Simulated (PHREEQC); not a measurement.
PHREEQC input (ion-association model, phreeqc.dat):

```
SOLUTION_MASTER_SPECIES
  Amm  AmmH+  0  AmmH  17.031  # ammonia with no redox link, constants of NH4+
SOLUTION_SPECIES
  AmmH+ = AmmH+
    -log_k 0
    -gamma 2.5 0
    -dw 1.98e-9
  AmmH+ = Amm + H+
    -log_k -9.252
    -delta_h 12.48 kcal
    -analytic 0.6322 -0.001225 -2835.76
    -dw 2.28e-9
  AmmH+ + SO4-2 = AmmHSO4-
    -log_k 1.11
PHASES
  Amm(g)
    Amm = Amm
    -log_k 1.7966
    -analytic -18.758 3.3670e-4 2.5113e3 4.8619 39.192
    -T_c 405.6
    -P_c 111.3
    -Omega 0.25
EXCHANGE_SPECIES
  AmmH+ + X- = AmmHX
    -log_k 0.6
    -gamma 2.5 0
    -delta_h -2.4
SOLUTION 0
  temp 40
  units mmol/kgw
  pH 7 charge
  Cl 3.41
  Sr 1
  Amm 1.4
  O(0) 1 O2(g) -0.68
SOLUTION 1-30
  temp 40
  units mmol/kgw
  pH 7 charge
  Cl 231.01
  Sr 97
  Li 37
  O(0) 1 O2(g) -0.68
END
EXCHANGE 1-30
  X 0.0013
  -equilibrate 1
END
SELECTED_OUTPUT 1
  -reset false
  -pH true
  -pe true
  -ionic_strength true
  -water true
  -step true
  -totals Amm Cl Li Sr
  -molalities AmmHX SrX2 LiX
PRINT
  -reset false
TRANSPORT
  -cells 30
  -shifts 90
  -lengths 0.00666667
  -time_step 3600
  -dispersivities 0.01
  -boundary_conditions flux flux
  -correct_disp true
  -punch_cells 30
  -punch_frequency 3
END
```

Selected output (columns that matter, 24 of 31 rows; pore volumes added in front):

```
pore volumes	pH	mu	Amm	Cl	Li	Sr
0	5.1107	0.32801	0	0.23101	0.037	0.097
0.1167	5.1107	0.32801	0	0.23101	0.037	0.097
0.3167	5.1107	0.32799	9.0448e-08	0.23099	0.036997	0.096993
0.4167	5.1106	0.32704	3.9533e-06	0.23033	0.03689	0.096712
0.5167	5.11	0.3205	3.0999e-05	0.22573	0.036145	0.094771
0.7167	5.1053	0.26908	0.00024587	0.18956	0.030283	0.079512
0.8167	5.1007	0.22672	0.00042347	0.15977	0.025449	0.066944
0.9167	5.0948	0.18153	0.00061283	0.12799	0.02029	0.05354
1.0167	5.088	0.13931	0.00078931	0.098292	0.015466	0.041014
1.2167	5.0725	0.07481	0.0010565	0.052925	0.0080893	0.021885
1.3167	5.0645	0.05325	0.0011445	0.037758	0.0056204	0.015492
1.4167	5.0568	0.037603	0.0012076	0.02675	0.0038267	0.010853
1.6167	5.0429	0.019028	0.0012826	0.01368	0.0016932	0.0053473
1.7167	5.0373	0.013934	0.0013044	0.010096	0.0011065	0.0038376
1.8167	5.0326	0.010556	0.0013208	0.0077201	0.00071658	0.0028364
2.0167	5.0261	0.0069141	0.0013454	0.0051593	0.00029428	0.0017548
2.1167	5.024	0.0059945	0.0013557	0.0045139	0.00018702	0.0014806
2.2167	5.0226	0.005408	0.001365	0.0041031	0.00011832	0.0013049
2.3167	5.0217	0.0050361	0.001373	0.0038433	7.4553e-05	0.0011928
2.5167	5.0206	0.004654	0.0013852	0.0035775	2.9298e-05	0.0010765
2.6167	5.0203	0.0045617	0.0013893	0.0035137	1.8286e-05	0.001048
2.7167	5.0201	0.0045041	0.0013924	0.003474	1.1384e-05	0.0010301
2.9167	5.0199	0.004446	0.0013964	0.0034343	4.3846e-06	0.0010117
3.0167	5.0199	0.0044322	0.0013975	0.0034249	2.7137e-06	0.0010073
```

Constants without temperature data keep their 25 °C values here.
